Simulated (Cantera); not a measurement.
Cantera run:

```python
import numpy as np
import cantera as ct

gas_names = """
    C CH CH2 CH3 CH4 C2 C2H C2H2,acetylene C2H2,vinylidene C2H3,vinyl C2H4 C2H5 C2H6 C3 C3H3,propargyl
    C3H4,allene C3H4,propyne C3H4,cyclo- C3H5,allyl C3H6,propylene C3H6,cyclo- C3H7,n-propyl
    C3H7,i-propyl C3H8 C4 C4H2 C4H4,1,3-cyclo- C4H6,butadiene C4H6,2-butyne C4H6,cyclo- C4H8,1-butene
    C4H8,cis2-buten C4H8,tr2-butene C4H8,isobutene C4H8,cyclo- C4H9,n-butyl C4H9,i-butyl C4H9,s-butyl
    C4H9,t-butyl C4H10,isobutane C4H10,n-butane C5 C5H6,1,3cyclo- C5H8,cyclo- C5H10,1-pentene
    C5H10,cyclo- C5H11,pentyl C5H11,t-pentyl C5H12,n-pentane C5H12,i-pentane CH3C(CH3)2CH3 C6H2
    C6H5,phenyl C6H6 C6H10,cyclo- C6H12,1-hexene C6H12,cyclo- C6H13,n-hexyl C7H7,benzyl C7H8
    C7H14,1-heptene C7H15,n-heptyl C7H16,n-heptane C8H8,styrene C8H10,ethylbenz C8H16,1-octene
    C8H17,n-octyl C8H18,isooctane C8H18,n-octane C9H19,n-nonyl C10H8,naphthale C10H21,n-decyl
    C12H9,o-bipheny C12H10,bipheny H H2 Si SiC SiC2 SiC4H12 SiH SiH2 SiH3 SiH4 Si2 Si2C Si3
""".split()
cond_names = """
    C(gr) C6H6(L) C7H8(L) C8H18(L),n-octa Si(cr) Si(L) SiC(b)
""".split()


def load(file, names, dense=False):
    # The tables refer to 1 bar. Condensed volumes are neglected.
    table = {s.name: s for s in ct.Species.list_from_file(file)}
    out = []
    for n in names:
        d = dict(table[n].input_data)
        d["thermo"] = dict(d["thermo"], **{"reference-pressure": 1e5})
        if dense:
            d["equation-of-state"] = {"model": "constant-volume", "density": "1e6 g/cm^3"}
        out.append(ct.Species.from_dict(d))
    return out


gas = ct.Solution(thermo="ideal-gas", species=load("nasa_gas.yaml", gas_names))
cond = {s.name: ct.Solution(thermo="fixed-stoichiometry", species=[s], name=s.name)
        for s in load("nasa_condensed.yaml", cond_names, dense=True)}
atoms = {
    'SiH4': {'Si': 1, 'H': 4},
    'C3H8': {'C': 3, 'H': 8},
    'H2': {'H': 2},
}
top_T = {'C(gr)': 4500, 'SiC(b)': 3050}  # K; cautious upper limits of use, not melting points


def equilibrate(T, P, feed):
    n = {}
    for name, mol in feed.items():
        for a, k in atoms[name].items():
            n[a] = n.get(a, 0.0) + k * mol
    gas.TPX = T, P, n
    mass = sum(n.values()) * gas.mean_molecular_weight
    gas.equilibrate("TP")
    valid = [c for c in cond.values() if c.min_temp <= T <= top_T.get(c.name, c.max_temp)]
    mix = ct.Mixture([(gas, mass / gas.mean_molecular_weight)] + [(c, 0.0) for c in valid])
    mix.T, mix.P = T, P
    mix.equilibrate("TP", solver="vcs", rtol=1e-11, max_steps=5000)
    return mix


results = []
feed = {'SiH4': 1, 'C3H8': 0.13, 'H2': 1000}  # mol
P = 4100  # Pa
for T in [1698, 1798, 1898, 1998, 2098, 2198, 2298]:
    mix = equilibrate(T, P, feed)
    results.append((T, P, feed, dict(zip(mix.species_names, mix.species_moles))))

top = {s: max(r[3][s] / sum(r[3][g] for g in gas_names) for r in results) for s in gas_names}
cols = sorted((s for s in top if top[s] > 0.0001), key=lambda s: -top[s])[:6]
seen = [c for c in cond_names if any(r[3].get(c, 0) > 1e-12 for r in results)]
print("log10 of partial pressures in bar; condensed amounts in mol")
print(f"{'T/K':>10s}" + "".join(f"{s[:9]:>10s}" for s in cols + seen))
for T, P, feed, n in results:
    ng = sum(n[g] for g in gas_names)
    print(f"{T:10.4g}" + "".join(f"{np.log10(max(n[s] / ng * P / 1e5, 1e-99)):10.3f}" for s in cols)
          + "".join(f"{n.get(c, 0):10.4g}" for c in seen))
```

Output:

```
log10 of partial pressures in bar; condensed amounts in mol
       T/K        H2         H        Si C2H2,acet     Si(L)    SiC(b)
      1698    -1.388    -4.534    -6.183    -9.196    0.5752    0.3892
      1798    -1.388    -4.147    -5.511    -8.396    0.4863    0.3882
      1898    -1.389    -3.802    -4.911    -7.681    0.1885    0.3828
      1998    -1.391    -3.490    -4.695    -6.392         0    0.3538
      2098    -1.394    -3.209    -4.510    -5.211         0    0.0391
      2198    -1.400    -2.954    -4.459    -5.138         0         0
      2298    -1.408    -2.723    -4.444    -5.131         0         0
```

Cantera equilibrium calculation (NASA polynomials, part measured and part estimated; ideal gas, pure solids and liquids). Mutual solubility and eutectic melting of coexisting phases are not modelled. Gases not in the tables: Si2H6 and higher silanes.
